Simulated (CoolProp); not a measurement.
Computed with CoolProp (reference Helmholtz-energy equation of state, Gao 2022).

Q: For n-perfluorobutane, give the phase and the density (kg/m³), cp (kJ/(kg K)), Joule-Thomson coefficient (K/MPa), fugacity coefficient at 337.2 K and 4.55 MPa; 345.2 K and 4.55 MPa; 433.9 K and 4.55 MPa.

A: 
- 337.2 K and 4.55 MPa: liquid; density 1380, cp 1.18, Joule-Thomson coefficient 0.0264, fugacity coefficient 0.182
- 345.2 K and 4.55 MPa: liquid; density 1340, cp 1.20, Joule-Thomson coefficient 0.101, fugacity coefficient 0.213
- 433.9 K and 4.55 MPa: supercritical; density 607, cp 1.51, Joule-Thomson coefficient 6.28, fugacity coefficient 0.617
